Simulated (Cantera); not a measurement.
A Cantera script and what it prints.

```python
import numpy as np
import cantera as ct

gas_names = """
    B BH BH2 BH3 BN BO BO2 B2 B2O B2O2 B2O3 B3O3H3 H HBO HBO2 HNO HNO2 HNO3 HO2 H2 H2O H2O2 H3B3O6 N NH
    NH2 NH3 NH2OH NO NO2 NO3 N2 N2H2 N2H4 N2O O OH O2 O3
""".split()
cond_names = """
    B(b) B(L) BN(s) B2O3(L) B3O3H3(cr) H2O(s) H2O(L)
""".split()


# ... load() reads the species with a 1 bar reference pressure and builds the phases ...
atoms = {
    'B2O3': {'B': 2, 'O': 3},
    'N2': {'N': 2},
    'H2': {'H': 2},
}
top_T = {'BN(s)': 3200}  # K; cautious upper limits of use, not melting points


# ... equilibrate(T, P, feed) seeds the gas with the atoms and calls Mixture.equilibrate('TP', solver="vcs", rtol=1e-11, max_steps=5000) ...
results = []
feed = {'B2O3': 1, 'N2': 2.4, 'H2': 14}  # mol
T = 1350  # K
P = 94000  # Pa
mix = equilibrate(T, P, feed)
results.append((T, P, feed, dict(zip(mix.species_names, mix.species_moles))))
print(gas.report(threshold=1e-05))
for i in range(1, mix.n_phases):
    print(f"{mix.phase(i).name:16s} {mix.phase_moles(i):12.5e} mol")
```

It prints:

```
       temperature   1350 K
          pressure   94000 Pa
           density   0.049118 kg/m^3
  mean mol. weight   5.8651 kg/kmol
   phase of matter   gas

                          1 kg             1 kmol
                     ---------------   ---------------
          enthalpy        5.2401e+06        3.0734e+07  J
   internal energy        3.3264e+06         1.951e+07  J
           entropy             32245        1.8912e+05  J/K
    Gibbs function        -3.829e+07       -2.2458e+08  J
 heat capacity c_p            5485.1             32171  J/K
 heat capacity c_v            4067.5             23856  J/K

                      mass frac. Y      mole frac. X     chem. pot. / RT
                     ---------------   ---------------   ---------------
               HBO        7.3221e-05        1.5438e-05           -56.921
              HBO2         0.0025508        0.00034145           -91.502
                H2           0.29242           0.85074           -18.525
               H2O            0.0112         0.0036463           -53.105
               NH3        8.3503e-05        2.8757e-05            -41.63
                N2           0.69363           0.14522           -27.685
     [  +33 minor]        4.4605e-05        4.6372e-06

B(b)              0.00000e+00 mol
BN(s)             4.16249e-02 mol
B2O3(L)           9.76212e-01 mol
B3O3H3(cr)        0.00000e+00 mol
```

Cantera equilibrium calculation (NASA polynomials, part measured and part estimated; ideal gas, pure solids and liquids). N2 is the only nitrogen source here; it is nearly inert below about 1500 K, so the nitride shown seldom forms there in practice. Mutual solubility and eutectic melting of coexisting phases are not modelled. Gases not in the tables: H3BO3.
